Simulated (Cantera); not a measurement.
Thermodynamics of fluorocarbon and chlorocarbon gases, feed c-C₄F₈ + H₂

Charge: 1 mol c-C₄F₈, 2.3 mol H₂, at 0.00120 bar.

Equilibrium computed with Cantera from the NASA thermochemical tables; the gas is ideal and each condensed phase is pure. Candidate condensed phases: C, C₆H₆, C₇H₈, C₈H₁₈; 95 gas species. The feed counts by its element totals alone. Condensed phases not in the tables: fluorocarbon polymer. Gases not in the tables: C₂F₆ and larger saturated fluorocarbons. The numbers say what is thermodynamically allowed, not how fast it happens.

```
T (°C)   x HF  x CF₄     x CF₂       x F     x CF₃      x CF       x H  n C(graphite)
------  -----  -----  --------  --------  --------  --------  --------  -------------
575     0.844  0.156  1.38e-11    <1e-12  3.27e-11    <1e-12    <1e-12           3.15
650     0.844  0.156  3.61e-10  2.53e-11  4.57e-10    <1e-12    <1e-12           3.15
725     0.844  0.156   5.76e-9  5.57e-10   4.28e-9    <1e-12    <1e-12           3.15
800     0.844  0.156   6.22e-8   7.97e-9   2.93e-8    <1e-12  6.44e-12           3.15
875     0.844  0.156   4.91e-7   8.06e-8   1.56e-7    <1e-12  4.47e-11           3.15
950     0.844  0.156   2.99e-6   6.14e-7   6.74e-7  4.66e-12  2.45e-10           3.15
1025    0.844  0.156   1.48e-5   3.71e-6   2.46e-6  7.40e-11   1.11e-9           3.15
1100    0.844  0.156   6.11e-5   1.84e-5   7.77e-6  8.66e-10   4.29e-9           3.15
1175    0.844  0.156  0.000218   7.72e-5   2.17e-5   7.84e-9   1.44e-8           3.15
1250    0.844  0.155  0.000682  0.000282   5.49e-5   5.70e-8   4.31e-8           3.15
1325    0.843  0.154   0.00191  0.000910  0.000126   3.43e-7   1.17e-7           3.15
1400    0.840  0.152   0.00485   0.00264  0.000268   1.75e-6   2.89e-7           3.14
1475    0.835  0.147    0.0112   0.00695  0.000524   7.69e-6   6.67e-7           3.13
1550    0.823  0.135    0.0236    0.0167  0.000935   2.96e-5   1.44e-6           3.11
```
x: gas mole fraction; n: condensed amount in mol.

From 575 °C to 1550 °C the condensed part is C(graphite). The main C-bearing gas is CF₄ throughout.
